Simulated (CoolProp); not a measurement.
Saturation properties of tetrahydrofuran (Tc = 267.0 °C, pc = 53.04 bar, ω = 0.234).

The numbers come from the reference Helmholtz-energy equation of state, Fiedler 2023 in CoolProp.

| T (°C) | p (bar) | liquid density (kg/m³) | vapour density (kg/m³) | enthalpy of vaporisation (kJ/kg) | liquid cp (kJ/(kg K)) |
|---|---|---|---|---|---|
| 41.55 | 0.4277 | ___ | ___ | 434.1 | 1.786 |
| 55.75 | 0.7199 | 847.5 | 1.940 | 423.8 | 1.842 |
| 69.95 | ___ | 831.1 | 3.006 | 413.3 | 1.901 |
| 84.15 | 1.767 | 814.2 | 4.479 | 402.4 | 1.962 |
| 98.35 | 2.609 | 797.0 | 6.457 | ___ | 2.025 |
| 112.45 | 3.721 | 779.2 | 9.031 | 379.0 | 2.091 |
| 126.65 | ___ | 760.8 | 12.37 | ___ | 2.160 |
| 140.85 | 7.012 | 741.5 | 16.62 | 352.4 | 2.233 |
| 155.05 | 9.302 | 721.2 | 21.97 | 337.5 | 2.312 |
| 169.25 | 12.11 | 699.8 | 28.70 | 321.3 | 2.400 |
| 183.45 | 15.50 | 676.7 | 37.16 | 303.3 | 2.501 |
| 197.55 | ___ | 651.8 | 47.81 | ___ | 2.623 |

Q: Fill in the missing entries.

A: 
- 41.55, liquid density (kg/m³): 863.6
- 41.55, vapour density (kg/m³): 1.196
- 69.95, p (bar): 1.152
- 98.35, enthalpy of vaporisation (kJ/kg): 391.0
- 126.65, p (bar): 5.171
- 126.65, enthalpy of vaporisation (kJ/kg): 366.2
- 197.55, p (bar): 19.52
- 197.55, enthalpy of vaporisation (kJ/kg): 283.2

It boils at 65.9 °C under 1 atm.
